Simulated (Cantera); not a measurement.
An isothermal, constant-pressure homogeneous reactor starts with 97.7 % NH3, 2.34 % N2, at 2148 K and 0.0440 bar.

Computed with Cantera and the gas-phase N/H chemistry of the illustrative SiF4/NH3 mechanism in the Surface Chemkin manual (1991). Walls and surfaces, which speed up NH3 decomposition in real reactors, are not modelled.

x: mole fraction; the columns are a selection and need not sum to one.

| t (s) | x NH3 | x N2H4 | x NH2 | x N | x NH | x N2 | x N2H2 |
|---|---|---|---|---|---|---|---|
| 6.00e-6 | 0.977 | 2.66e-12 | 2.29e-5 | <1e-12 | 8.36e-10 | 0.0234 | 1.07e-10 |
| 2.10e-5 | 0.976 | 4.36e-11 | 8.39e-5 | 3.55e-12 | 1.45e-8 | 0.0234 | [?] |
| 7.33e-5 | 0.976 | 5.75e-10 | 0.000296 | 2.23e-10 | 2.83e-7 | 0.0234 | [?] |
| 0.000256 | 0.975 | 6.89e-9 | 0.00102 | 7.67e-9 | 4.18e-6 | 0.0234 | [?] |
| 0.000896 | 0.970 | 4.94e-8 | 0.00272 | 6.40e-8 | 2.05e-5 | 0.0239 | [?] |
| 0.00313 | 0.949 | 6.49e-8 | 0.00312 | 2.88e-7 | 2.96e-5 | 0.0288 | [?] |
| 0.0110 | 0.879 | 5.04e-8 | 0.00275 | 9.31e-7 | 3.63e-5 | 0.0459 | [?] |
| 0.0383 | 0.683 | 3.05e-8 | 0.00214 | 2.02e-6 | 4.20e-5 | 0.0934 | [?] |
| 0.134 | 0.326 | 1.05e-8 | 0.00125 | 2.87e-6 | 3.76e-5 | 0.180 | [?] |
| 0.468 | 0.0469 | 7.47e-10 | 0.000335 | 3.19e-6 | 2.05e-5 | 0.247 | [?] |
| 1.64 | 2.14e-5 | <1e-12 | 1.32e-6 | 9.95e-7 | 7.21e-7 | 0.257 | 3.22e-11 |
| 5.72 | 8.90e-7 | <1e-12 | 6.37e-8 | 6.41e-8 | 4.01e-8 | 0.257 | <1e-12 |
| 20.0 | 2.72e-7 | <1e-12 | 1.95e-8 | 1.96e-8 | 1.23e-8 | 0.257 | <1e-12 |

Q: Some entries are withheld; supply them.

A: 
- 2.10e-5, x N2H2: 3.97e-9
- 7.33e-5, x N2H2: 9.19e-8
- 0.000256, x N2H2: 1.66e-6
- 0.000896, x N2H2: 1.51e-5
- 0.00313, x N2H2: 2.16e-5
- 0.0110, x N2H2: 1.87e-5
- 0.0383, x N2H2: 1.22e-5
- 0.134, x N2H2: 4.40e-6
- 0.468, x N2H2: 4.57e-7
